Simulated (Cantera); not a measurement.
An adiabatic, constant-volume homogeneous reactor starts with 10.5 % CO, 5.37 % H₂, 17.7 % O₂, 66.4 % N₂, equivalence ratio 0.45, at 1675 K and 1.00 bar.

Model: GRI-Mech 3.0 (53 species, 325 reactions), integrated in Cantera.

One state of this run: T (K) = 2688; P (bar) = 1.51; x CO = 0.0219; x H₂ = 0.00174; x O₂ = 0.0981; x NO₂ = 1.25e-5; x CO₂ = 0.0901; x NO = 0.0202; x N₂O = 1.30e-6. x: mole fraction; the columns are a selection and need not sum to one.

Which value of t (s) does it belong to?
A) 8.42e-6
B) 0.000521
C) 6.62e-5
D) 0.0906

D, 0.0906
